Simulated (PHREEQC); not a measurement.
Model water analysis in mg/kgw, 62 °C, pH 4.19, pe 12: Na 668; K 496; Ca 1330; Mg 800; Cl 1440; S(6) as SO4 6440; Li 5.44; Al 7.12; N(5) as NO3 10.1; B 7.08.

Cl is adjusted to close the charge balance.
Valence states are taken as typed.

Computed with PHREEQC (ion-association model, wateq4f.dat).

**Question.** The ionic strength comes out as 0.168 mol/kgw. What activity coefficients do Mg+2, Cl-, Ca+2, SO4-2, Na+ get?

**Answer.** Mg+2 0.33, Cl- 0.71, Ca+2 0.31, SO4-2 0.29, Na+ 0.74.

No solid was allowed to form. Examples of supersaturated solids here: Gypsum, Boehmite (slow to form). Others may be too. Species that the database lacks are ignored. At this temperature some constants are extrapolated from 25 °C, and those without enthalpy data are left unchanged.
